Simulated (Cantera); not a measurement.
An adiabatic, constant-volume homogeneous reactor starts with CH₄ : O₂ : N₂ = 1 : 1.67 : 6.27 (molar parts), at 1550 K and 3750 Torr.

Computed with Cantera and GRI-Mech 3.0 (53 species, 325 reactions). Above 3000 K some thermodynamic fits are extrapolated.

### Question
Predict: time of steepest temperature rise; temperature at 0.500 s; equilibrium temperature; x(O₂) at 0.500 s; x(HCO) at 0.500 s; x(O) at 0.500 s; x(NO) at 0.500 s.

### Answer
```
Property                                                            Result
---------------------------------  ---------------------------------------
time of steepest temperature rise                                 0.209 ms
temperature at 0.500 s                                              3098 K
equilibrium temperature                                             3098 K
x(O₂) at 0.500 s                   0.00732 (gas-phase equilibrium 0.00732)
x(HCO) at 0.500 s                  5.92e-7 (gas-phase equilibrium 5.92e-7)
x(O) at 0.500 s                    0.00412 (gas-phase equilibrium 0.00412)
x(NO) at 0.500 s                   0.00912 (gas-phase equilibrium 0.00912)
```
